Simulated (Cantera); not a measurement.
# Ignition delay

Mixture: CH4 : O2 : N2 : CO2 = 1 : 2 : 7.52 : 2.2 (molar parts), at 1.80 bar, adiabatic and at constant volume. Ignition delay is the time to a rise of 400 K.

Computed with Cantera and GRI-Mech 3.0 (53 species, 325 reactions).

| T0 (K) | delay (ms) |
|---|---|
| 1150 | 70.5 |
| 1225 | 25.0 |
| 1300 | 9.50 |
| 1375 | 3.84 |
| 1450 | 1.64 |
| 1525 | 0.746 |
| 1600 | 0.364 |

- apparent activation energy between 1450 and 1600 K = 190 kJ/mol
